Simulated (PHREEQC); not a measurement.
Solution (25 °C): 0.0042 mol/kgw CaCl2, 0.0002 mol/kgw Na2SO4 and 0.0011 mol/kgw H4SiO4. Closed to the air; pH follows from the charge balance.

Equilibrium calculation in PHREEQC: ion-association model, wateq4f.dat.

Each row changes one thing in this solution. This is a speciation only: nothing precipitates in the calculation.

```json
[
 {"case": "as made", "pH": "6.38", "SI of SiO2(a) (SiO2)": "-0.25"},
 {"case": "H4SiO4 from 0.0011 to 0.00121 mol/kgw", "pH": "6.36", "SI of SiO2(a) (SiO2)": "-0.20"},
 {"case": "Na2SO4 left out", "pH": "6.38", "SI of SiO2(a) (SiO2)": "-0.25"},
 {"case": "temperature from 25 to 30 °C", "pH": "6.34", "SI of SiO2(a) (SiO2)": "-0.29"},
 {"case": "Na2SO4 from 0.0002 to 0.00018 mol/kgw", "pH": "6.38", "SI of SiO2(a) (SiO2)": "-0.25"}
]
```

Some of these states are supersaturated (in Quartz (slow to form), Chalcedony (slow to form), for instance).
